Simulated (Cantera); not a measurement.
# Hydrocarbon pyrolysis for carbon deposition

An isothermal, constant-pressure homogeneous reactor starts with 0.826 % CH4, 99.2 % N2, at 1900 K and 1330 Pa.

Model: GRI-Mech 3.0 (53 species, 325 reactions), integrated in Cantera. GRI-Mech 3.0 stops at C3 and has no aromatics, soot or wall deposition, so with more carbon than oxygen in the feed, carbon stays in small species such as C2H2 where larger ones or solid carbon would form. Radical loss at walls, strong at low pressure, is not modelled.

| t (s) | x CH4 | x C2H6 | x C2H2 | x H | x H2 |
|---|---|---|---|---|---|
| 6.00e-5 | 0.00826 | <1e-12 | <1e-12 | 8.71e-7 | 1.47e-7 |
| 0.000210 | 0.00826 | 3.55e-12 | <1e-12 | 2.14e-6 | 1.42e-6 |
| 0.000733 | 0.00824 | 1.59e-10 | 1.13e-10 | 3.12e-6 | 9.32e-6 |
| 0.00256 | 0.00818 | 3.58e-9 | 2.48e-8 | 3.34e-6 | 4.08e-5 |
| 0.00896 | 0.00793 | 4.89e-8 | 3.82e-6 | 5.79e-6 | 0.000186 |
| 0.0313 | 0.00623 | 3.26e-7 | 0.000366 | 3.42e-5 | 0.00201 |
| 0.110 | 0.00167 | 7.28e-8 | 0.00302 | 0.000111 | 0.00935 |
| 0.383 | 0.000196 | 2.34e-9 | 0.00394 | 0.000189 | 0.0118 |
| 1.34 | 1.21e-5 | 1.72e-11 | 0.00403 | 0.000269 | 0.0121 |
| 4.68 | 1.62e-7 | <1e-12 | 0.00404 | 0.000353 | 0.0121 |
| 16.4 | 1.67e-8 | <1e-12 | 0.00403 | 0.000552 | 0.0120 |
| 57.2 | 3.61e-9 | <1e-12 | 0.00403 | 0.000743 | 0.0119 |
| 200 | 3.45e-9 | <1e-12 | 0.00403 | 0.000756 | 0.0119 |
x: mole fraction; the columns are a selection and need not sum to one.

Equilibrium at this temperature and pressure: CH4 6.06e-9, C2H6 <1e-12, C2H2 0.000149, H 0.000756, H2 0.0119 (gas phase only).
